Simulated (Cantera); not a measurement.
**Thermodynamics of carbothermic reduction, feed CuO + CH4 + N2**

A closed system holds: 1 mol CuO, 1.4 mol CH4, 0.19 mol N2, at 21.0 mbar.

These are equilibrium values from Cantera (NASA tables, ideal gas, pure condensed phases), not measurements of a reactor. Candidate condensed phases: C, C6H6, C7H8, C8H18, Cu, CuO, Cu(OH)2, Cu2O, H2O; 139 gas species. Equilibrium is a limit: real reactors are often held back by kinetics, nucleation or transport.

```csv
T (°C),log p H2,log p CO,log p Cu,log p H,log p N2,log p HCN,n C(graphite)
1750,-1.94,-2.38,-2.38,-3.69,-3.11,-4.32,0.383
1850,-1.94,-2.38,-2.38,-3.42,-3.12,-4.17,0.373
1950,-1.95,-2.38,-2.38,-3.17,-3.13,-4.03,0.360
2050,-1.97,-2.39,-2.39,-2.95,-3.15,-3.91,0.342
2150,-1.99,-2.39,-2.40,-2.75,-3.17,-3.82,0.317
2250,-2.02,-2.40,-2.41,-2.57,-3.19,-3.73,0.287
2350,-2.07,-2.42,-2.42,-2.41,-3.22,-3.67,0.248
```
log p: log10 of the partial pressure in bar; n: condensed amount in mol.

From 1750 °C to 2350 °C the condensed part is C(graphite). The main Cu-bearing gas is Cu throughout.
